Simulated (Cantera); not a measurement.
Ignition delay

Mixture: 9.71 % CH4, 11.5 % O2, 78.8 % N2, at 1500000 Pa, adiabatic and at constant pressure. Ignition delay is the time to a rise of 400 K.

Computed with Cantera and GRI-Mech 3.0 (53 species, 325 reactions). The pressure lies above the range GRI-Mech 3.0 was tuned for (to about 10 atm).

```tsv
T0 (K)	delay (ms)
1225	5.15
1325	1.74
1425	0.634
1525	0.241
1625	0.0954
1725	0.0401
1825	0.0183
1925	0.00919
2025	0.00506
2125	0.00302
```

| Item | Value |
|---|---|
| apparent activation energy between 1925 and 2125 K | 190 kJ/mol |
